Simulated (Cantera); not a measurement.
Cantera run:

```python
import numpy as np
import cantera as ct

gas_names = """
    C CH CH2 CH3 CH2OH CH3O CH4 CH3OH CN CO CO2 COOH C2 C2H CHCO,ketyl C2H2,acetylene C2H2,vinylidene
    CH2CO,ketene C2H3,vinyl CH3CN CH3CO,acetyl C2H4 C2H4O,ethylen CH3CHO,ethanal CH3COOH (HCOOH)2 C2H5
    C2H6 CH3OCH3 C2H5OH CCN CNC C2N2 C2O C3 C3H3,propargyl C3H4,allene C3H4,propyne C3H4,cyclo-
    C3H5,allyl C3H6,propylene C3H6,cyclo- C3H6O C3H7,n-propyl C3H7,i-propyl C3H8 C3H8O,1propanol
    C3H8O,2propanol C3O2 C4 C4H2 C4H4,1,3-cyclo- C4H6,butadiene C4H6,2-butyne C4H6,cyclo- C4H8,1-butene
    C4H8,cis2-buten C4H8,tr2-butene C4H8,isobutene C4H8,cyclo- (CH3COOH)2 C4H9,n-butyl C4H9,i-butyl
    C4H9,s-butyl C4H9,t-butyl C4H10,isobutane C4H10,n-butane C4N2 C5 C5H6,1,3cyclo- C5H8,cyclo-
    C5H10,1-pentene C5H10,cyclo- C5H11,pentyl C5H11,t-pentyl C5H12,n-pentane C5H12,i-pentane
    CH3C(CH3)2CH3 C6H2 C6H5,phenyl C6H5O,phenoxy C6H6 C6H5OH,phenol C6H10,cyclo- C6H12,1-hexene
    C6H12,cyclo- C6H13,n-hexyl C7H7,benzyl C7H8 C7H8O,cresol C7H14,1-heptene C7H15,n-heptyl
    C7H16,n-heptane C8H8,styrene C8H10,ethylbenz C8H16,1-octene C8H17,n-octyl C8H18,isooctane
    C8H18,n-octane C9H19,n-nonyl C10H8,naphthale C10H21,n-decyl C12H9,o-bipheny C12H10,bipheny H HCN HCO
    HCCN HNC HNCO HNO HNO2 HNO3 HO2 H2 HCHO,formaldehy HCOOH H2O H2O2 N NCO NH NH2 NH3 NH2OH NO NO2 NO3
    N2 N2H2 N2H4 N2O O OH O2 O3
""".split()
cond_names = """
    C(gr) C6H6(L) C7H8(L) C8H18(L),n-octa H2O(s) H2O(L)
""".split()


def load(file, names, dense=False):
    # The tables refer to 1 bar. Condensed volumes are neglected.
    table = {s.name: s for s in ct.Species.list_from_file(file)}
    out = []
    for n in names:
        d = dict(table[n].input_data)
        d["thermo"] = dict(d["thermo"], **{"reference-pressure": 1e5})
        if dense:
            d["equation-of-state"] = {"model": "constant-volume", "density": "1e6 g/cm^3"}
        out.append(ct.Species.from_dict(d))
    return out


gas = ct.Solution(thermo="ideal-gas", species=load("nasa_gas.yaml", gas_names))
cond = {s.name: ct.Solution(thermo="fixed-stoichiometry", species=[s], name=s.name)
        for s in load("nasa_condensed.yaml", cond_names, dense=True)}
atoms = {
    'C2H5OH': {'C': 2, 'H': 6, 'O': 1},
    'NH3': {'N': 1, 'H': 3},
}
top_T = {'C(gr)': 4500}  # K; cautious upper limits of use, not melting points


def equilibrate(T, P, feed):
    n = {}
    for name, mol in feed.items():
        for a, k in atoms[name].items():
            n[a] = n.get(a, 0.0) + k * mol
    gas.TPX = T, P, n
    mass = sum(n.values()) * gas.mean_molecular_weight
    gas.equilibrate("TP")
    valid = [c for c in cond.values() if c.min_temp <= T <= top_T.get(c.name, c.max_temp)]
    mix = ct.Mixture([(gas, mass / gas.mean_molecular_weight)] + [(c, 0.0) for c in valid])
    mix.T, mix.P = T, P
    mix.equilibrate("TP", solver="vcs", rtol=1e-11, max_steps=5000)
    return mix


results = []
feed = {'C2H5OH': 1, 'NH3': 0.015}  # mol
T = 1048.15  # K
for P in [10, 100, 1000, 10000, 100000, 1000000, 10000000]:
    mix = equilibrate(T, P, feed)
    results.append((T, P, feed, dict(zip(mix.species_names, mix.species_moles))))
    x = sorted(zip(gas.X, gas.species_names), reverse=True)
    print(f"T = {T:g} K  P = {P:g} Pa  gas = {mix.phase_moles(0):.4g} mol")
    print("   x: " + "  ".join(f"{s} {v:.3e}" for v, s in x if v > 0.0001))
    print("   condensed (mol): " + ("  ".join(f"{mix.phase(i).name} {mix.phase_moles(i):.4g}"
          for i in range(1, mix.n_phases) if mix.phase_moles(i) > 1e-12) or "none"))
```

It prints:

```
T = 1048.15 K  P = 10 Pa  gas = 4.03 mol
   x: H2 7.500e-01  CO 2.481e-01  N2 1.861e-03
   condensed (mol): C(gr) 1
T = 1048.15 K  P = 100 Pa  gas = 4.03 mol
   x: H2 7.500e-01  CO 2.481e-01  N2 1.861e-03
   condensed (mol): C(gr) 1
T = 1048.15 K  P = 1000 Pa  gas = 4.027 mol
   x: H2 7.496e-01  CO 2.477e-01  N2 1.862e-03  H2O 3.464e-04  CH4 3.276e-04  CO2 1.358e-04
   condensed (mol): C(gr) 1.001
T = 1048.15 K  P = 10000 Pa  gas = 3.998 mol
   x: H2 7.461e-01  CO 2.441e-01  H2O 3.397e-03  CH4 3.245e-03  N2 1.875e-03  CO2 1.318e-03
   condensed (mol): C(gr) 1.006
T = 1048.15 K  P = 100000 Pa  gas = 3.771 mol
   x: H2 7.134e-01  CO 2.158e-01  CH4 2.967e-02  H2O 2.873e-02  CO2 1.031e-02  N2 1.983e-03
   condensed (mol): C(gr) 1.035
T = 1048.15 K  P = 1e+06 Pa  gas = 3.023 mol
   x: H2 5.359e-01  CH4 1.674e-01  CO 1.287e-01  H2O 1.287e-01  CO2 3.666e-02  N2 2.439e-03
   condensed (mol): C(gr) 0.9936
T = 1048.15 K  P = 1e+07 Pa  gas = 2.385 mol
   x: CH4 3.813e-01  H2 2.557e-01  H2O 2.478e-01  CO2 5.971e-02  CO 5.195e-02  N2 2.992e-03  NH3 3.035e-04  C2H6 1.503e-04
   condensed (mol): C(gr) 0.8234
```

Equilibrium computed with Cantera from the NASA thermochemical tables; the gas is ideal and each condensed phase is pure. The ideal-gas law is rough above about 30 bar.
